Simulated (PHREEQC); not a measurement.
A solution holds 91 mmol/kgw KOH and 0.0052 mmol/kgw H4SiO4, at 64 °C. Closed to the air; pH follows from the charge balance.

Model: ion-association model, wateq4f.dat, run in PHREEQC.

No solid was allowed to form.

Question: Order these Si species by the share of Si that they hold, largest first: H3SiO4-, H4SiO4, H2SiO4-2.

Answer: H3SiO4- (61 %), H2SiO4-2 (39 %), H4SiO4 (0.18 %)

The pH is 11.78 and the ionic strength 0.0910 mol/kgw. Away from 25 °C the constants follow the database's enthalpies or fits; those with neither stay at their 25 °C values.
